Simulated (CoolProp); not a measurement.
Saturated liquid density (kg/m³) of dodecamethylcyclohexasiloxane (D6): the reference equation beside estimates from Tc = 645.8 K, pc = 961.4 kPa, ω = 0.736. Rackett uses Z = 0.29056 − 0.08775 ω.

Computed with CoolProp (reference Helmholtz-energy equation of state, Colonna 2008). It is a short technical equation, of lower accuracy than the large ones.

```
T (K)  reference  Rackett  Redlich-Kwong  Peng-Robinson
-----  ---------  -------  -------------  -------------
481        756.1    964.8          626.1          792.2
485.9      749.7    956.5          620.2          786.0
490.8      743.1    948.1          614.1          779.6
495.7      736.5    939.6          607.9          773.0
500.7      729.7    930.7          601.5          766.0
505.6      722.9    922.0          595.1          759.0
510.5      715.9    913.0          588.6          751.8
515.4      708.9    904.0          581.9          744.3
520.3      701.7    894.7          575.1          736.5
525.3      694.3    885.2          568.0          728.4
530.2      686.8    875.6          560.8          720.1
535.1      679.2    865.9          553.6          711.5
540        671.4    855.9          546.1          702.6
544.9      663.5    845.8          538.5          693.3
549.9      655.1    835.2          530.5          683.5
```

Absolute difference from the reference over all 15 rows, mean and median: Rackett 27.5 and 27.5 %, Redlich-Kwong 18.0 and 17.9 %, Peng-Robinson 4.8 and 4.9 %.
